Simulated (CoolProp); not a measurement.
A single-stage vapour-compression cycle with ethane: evaporating at 204.15 K (dew point), condensing at 253.15 K (bubble point), superheat 8 K, subcooling 2 K, compressor efficiency 0.65, no pressure losses. Each further row changes one setting.

Model: reference Helmholtz-energy equation of state, Bücker 2006, in CoolProp.

```
case                              cooling COP  pressure ratio  discharge temperature (K)  refrigerating effect (kJ/kg)  volumetric capacity (kJ/m³)
--------------------------------  -----------  --------------  -------------------------  ----------------------------  ---------------------------
as stated                                2.09            5.45                      322.5                           345                         1630
evaporating temperature 209.15 K         2.44             ___                      314.3                           351                         2020
condensing temperature 248.15 K          2.40            4.73                      312.9                           360                         1700
subcooling 7 K                           2.18            5.45                      322.5                           360                         1700
superheat 18 K                           2.07            5.45                        ___                           ___                         1610
compressor efficiency 0.55               1.77            5.45                      337.3                           345                         1630
```

Problem. What belongs in the gaps?

Solution. 
- evaporating temperature 209.15 K, pressure ratio: 4.41
- superheat 18 K, discharge temperature (K): 334.7
- superheat 18 K, refrigerating effect (kJ/kg): 361
